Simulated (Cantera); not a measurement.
**Gas activation for diamond growth**

A perfectly stirred reactor is fed with CH4 : H2 : CO2 = 0.011 : 1 : 0.0066 (molar parts), at 0.0170 bar; it is held at 2073 K, and followed from long to short residence time.

Cantera simulation using GRI-Mech 3.0 (53 species, 325 reactions); the numbers are that mechanism's predictions, not measurements. GRI-Mech 3.0 stops at C3 and has no aromatics, soot or wall deposition, so with more carbon than oxygen in the feed, carbon stays in small species such as C2H2 where larger ones or solid carbon would form. Radical loss at walls, strong at low pressure, is not modelled.

```json
[
 {"τ (s)": "3.1", "x CH4": "0.000336", "x H2": "0.968", "x CO2": "8.57e-6", "x O2": "3.72e-11", "x H2O2": "<1e-12", "x C2H4": "3.74e-7"},
 {"τ (s)": "1.3", "x CH4": "0.000577", "x H2": "0.969", "x CO2": "1.74e-5", "x O2": "7.95e-11", "x H2O2": "<1e-12", "x C2H4": "6.26e-7"},
 {"τ (s)": "0.58", "x CH4": "0.000969", "x H2": "0.969", "x CO2": "3.56e-5", "x O2": "1.18e-10", "x H2O2": "<1e-12", "x C2H4": "1.12e-6"},
 {"τ (s)": "0.25", "x CH4": "0.00168", "x H2": "0.970", "x CO2": "8.25e-5", "x O2": "1.31e-10", "x H2O2": "<1e-12", "x C2H4": "2.21e-6"},
 {"τ (s)": "0.11", "x CH4": "0.00285", "x H2": "0.971", "x CO2": "0.000202", "x O2": "1.14e-10", "x H2O2": "<1e-12", "x C2H4": "4.48e-6"},
 {"τ (s)": "0.047", "x CH4": "0.00471", "x H2": "0.972", "x CO2": "0.000530", "x O2": "7.91e-11", "x H2O2": "<1e-12", "x C2H4": "8.70e-6"},
 {"τ (s)": "0.020", "x CH4": "0.00711", "x H2": "0.973", "x CO2": "0.00138", "x O2": "3.91e-11", "x H2O2": "<1e-12", "x C2H4": "1.35e-5"},
 {"τ (s)": "0.0087", "x CH4": "0.00922", "x H2": "0.976", "x CO2": "0.00315", "x O2": "9.82e-12", "x H2O2": "<1e-12", "x C2H4": "1.29e-5"},
 {"τ (s)": "0.0038", "x CH4": "0.0103", "x H2": "0.979", "x CO2": "0.00524", "x O2": "1.16e-12", "x H2O2": "<1e-12", "x C2H4": "6.22e-6"}
]
```
x: mole fraction; the columns are a selection and need not sum to one.
